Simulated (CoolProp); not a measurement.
Model: reference Helmholtz-energy equation of state, Gao 2016, in CoolProp.

Q: Give the vapour pressure (MPa), liquid density (kg/m³), vapour density (kg/m³), enthalpy of vaporisation (kJ/kg) of saturated sulfur dioxide at 254.2 K.

A: 
| T (K) | p (MPa) | liquid density (kg/m³) | vapour density (kg/m³) | enthalpy of vaporisation (kJ/kg) |
|---|---|---|---|---|
| 254.2 | 0.0669 | 1480 | 2.07 | 397 |
